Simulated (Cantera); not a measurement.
Feed: 1 mol PbO, 1.1 mol CO, 2.5 mol CH₄, held at 1.00 bar.

Cantera equilibrium calculation (NASA polynomials, part measured and part estimated; ideal gas, pure solids and liquids). Candidate condensed phases: C, C₆H₆, C₇H₈, C₈H₁₈, H₂O, Pb, PbO, PbO₂, Pb₃O₄; 113 gas species. Equilibrium is a limit: real reactors are often held back by kinetics, nucleation or transport.

**Question.** What share of the Pb ends up in condensed phases as a function of T (°C), at 1025, 1125, 1225, 1325, 1425, 1525, 1625, 1725, 1825, 1925, 2025?

**Answer.** 
| T (°C) | Pb condensed (%) | as |
|---|---|---|
| 1025 | 98.2 | Pb(l) |
| 1125 | 93.9 | Pb(l) |
| 1225 | 82.5 | Pb(l) |
| 1325 | 55.0 | Pb(l) |
| 1425 | 0.0 | - |
| 1525 | 0.0 | - |
| 1625 | 0.0 | - |
| 1725 | 0.0 | - |
| 1825 | 0.0 | - |
| 1925 | 0.0 | - |
| 2025 | 0.0 | - |
